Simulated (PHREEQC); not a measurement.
Solution (25 °C): 0.011 mol/kgw H3AsO4, 0.00014 mol/kgw H3PO4 and 0.001 mol/kgw NaCl. Closed to the air; pH follows from the charge balance.

Computed with PHREEQC (ion-association model, wateq4f.dat).

The pH comes out as 2.28 and the ionic strength comes out as 0.00669 mol/kgw. The total alkalinity is -11.1 meq/kg.

| species | molality | activity | log γ |
|---|---|---|---|
| H+ | 0.00569 | 0.00526 | -0.034 |
| H2AsO4- | 0.00561 | 0.00514 | -0.038 |
| H3AsO4 | 0.00539 | 0.00540 | 0.001 |
| Cl- | 0.00100 | 0.000916 | -0.038 |
| Na+ | 0.00100 | 0.000918 | -0.037 |
| H2PO4- | 8.18e-5 | 7.52e-5 | -0.036 |
| H3PO4 | 5.82e-5 | 5.83e-5 | 0.001 |
| HAsO4-2 | 9.55e-8 | 6.76e-8 | -0.150 |
| HPO4-2 | 1.24e-9 | 8.87e-10 | -0.147 |

Precipitation was switched off in this run. Species that the database lacks are ignored. H3PO4, which wateq4f.dat lacks, is added to it with the constant of phreeqc.dat.
